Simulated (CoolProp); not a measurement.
R124 at 275.93 K and 0.793 MPa flows at 0.19 m/s in a round tube of 100 mm bore and 1.5 µm roughness, fully developed (64/Re and Nu = 3.66 if laminar; Colebrook and Gnielinski if turbulent). Each further row changes one setting.

Computed with CoolProp (reference Helmholtz-energy equation of state, de Vries 1995).

```csv
case,Reynolds number,Darcy friction factor,pressure drop (Pa/m),heat-transfer coefficient (W/(m² K)),mass flow (kg/h)
as stated,82200,0.0188,4.86,327,7690
velocity 0.38 m/s,164000,0.0164,16.9,594,15400
diameter 200 mm,164000,0.0163,2.11,296,30700
```

Viscosity comes from a separate model (Bell 2016), an estimate that may be off by 10 % or more. Thermal conductivity comes from a separate model (Huber 2003), an estimate that may be off by 10 % or more.
